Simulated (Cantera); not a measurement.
Input: 1 mol Al(CH3)3, 0.27 mol H2O, 13 mol N2, at 7.50 Torr.

Equilibrium computed with Cantera from the NASA thermochemical tables; the gas is ideal and each condensed phase is pure. Candidate condensed phases: Al, AlN, Al2O3, C, C6H6, C7H8, C8H18, H2O; 148 gas species. The feed counts by its element totals alone. Mutual solubility and eutectic melting of coexisting phases are not modelled. The numbers say what is thermodynamically allowed, not how fast it happens.

x: gas mole fraction; n: condensed amount in mol.

| T (°C) | x N2 | x H2 | x CO | x CH4 | n AlN(s) | n Al2O3(s) | n C(graphite) |
|---|---|---|---|---|---|---|---|
| 525 | 0.726 | 0.273 | 2.15e-8 | ___ | 0.820 | 0.0900 | 2.98 |
| 625 | 0.725 | 0.274 | 1.09e-6 | ___ | 0.820 | 0.0900 | 3.00 |
| 725 | 0.725 | 0.275 | 2.50e-5 | ___ | 0.820 | 0.0899 | 3.00 |
| 825 | 0.725 | 0.275 | 0.000321 | ___ | 0.824 | 0.0881 | 2.99 |
| 925 | 0.723 | 0.274 | 0.00266 | ___ | 0.851 | 0.0746 | 2.95 |
| 1025 | 0.713 | 0.272 | 0.0154 | ___ | 1.00 | 0 | 2.73 |
| 1125 | 0.713 | 0.272 | 0.0154 | ___ | 1.00 | 0 | 2.73 |
| 1225 | 0.712 | 0.272 | 0.0154 | ___ | 1.000 | 0 | 2.72 |
| 1325 | 0.712 | 0.271 | 0.0154 | ___ | 1.000 | 0 | 2.71 |

Fill in the missing entries.


- 525, x CH4: 0.00103
- 625, x CH4: 0.000241
- 725, x CH4: 7.36e-5
- 825, x CH4: 2.76e-5
- 925, x CH4: 1.21e-5
- 1025, x CH4: 5.89e-6
- 1125, x CH4: 3.23e-6
- 1225, x CH4: 1.91e-6
- 1325, x CH4: 1.21e-6
